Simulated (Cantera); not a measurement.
Charge: 1 mol C, a varied amount of H2, 1.8 mol N2, at 2673 K and 43000 Pa.

Equilibrium computed with Cantera from the NASA thermochemical tables; the gas is ideal and each condensed phase is pure. Candidate condensed phases: C, C6H6, C7H8, C8H18; 92 gas species. Rates play no part.

Problem. Which condensed phases are stable at each of these points (n(H2) (mol)): 0.86, 1.1, 1.5, 2, 2.6, 3.5, 4.6, 6.1, 8, 11, 14, 19?

Solution. 
| n(H2) (mol) | condensed phases | C condensed (%) |
|---|---|---|
| 0.86 | C(graphite) | 83.1 |
| 1.1 | C(graphite) | 80.3 |
| 1.5 | C(graphite) | 76.0 |
| 2 | C(graphite) | 71.1 |
| 2.6 | C(graphite) | 65.8 |
| 3.5 | C(graphite) | 58.3 |
| 4.6 | C(graphite) | 49.8 |
| 6.1 | C(graphite) | 39.0 |
| 8 | C(graphite) | 26.2 |
| 11 | C(graphite) | 7.1 |
| 14 | gas only | 0.0 |
| 19 | gas only | 0.0 |

From 0.86 mol H2 to 11 mol H2 the condensed part is C(graphite). From 14 mol H2 to 19 mol H2 nothing is condensed.
